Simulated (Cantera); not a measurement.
Feed: 1 mol HgO, 6.6 mol H₂, held at 725 °C and 0.380 bar.

These are equilibrium values from Cantera (NASA tables, ideal gas, pure condensed phases), not measurements of a reactor. Candidate condensed phases: H₂O, Hg, HgO; 10 gas species. Rates play no part.

Base state: H₂ 0.737, H₂O 0.132, Hg 0.132 (mole fractions); condensed: gas only.

Problem. What changes in the equilibrium state with this change: HgO replaced by PbO?

Solution. 
```
species     before    after
----------  ------  -------
H₂           0.737    0.848
H₂O          0.132    0.152
Pb               0  4.09e-5
Hg           0.132        0
Pb(l), mol       0    1.000
```
Further candidate phases: Pb, PbO, PbO₂, Pb₃O₄.
